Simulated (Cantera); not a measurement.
Equilibrium for fluorocarbon and chlorocarbon gases: CH2F2 + F2 + H2

A closed system holds: 1 mol CH2F2, 1.5 mol F2, 13 mol H2, at 2548 K and 0.000160 bar.

These are equilibrium values from Cantera (NASA tables, ideal gas, pure condensed phases), not measurements of a reactor. Candidate condensed phases: C, C6H6, C7H8, C8H18; 95 gas species. Kinetics and transport are ignored.

The x(H) is 0.713. The x(HF) comes out as 0.188 and the x(H2) is 0.0849. The x(C3) is 0.00646. The x(F) is 0.00372. The x(C) comes out as 0.00199 and the x(C2H2 (acetylene)) comes out as 0.00112. The x(C2H) is 0.000746, the x(C2) is 0.000601 and the n(C(graphite)) is 0.305 mol. The gas amount comes out as 26.09 mol.
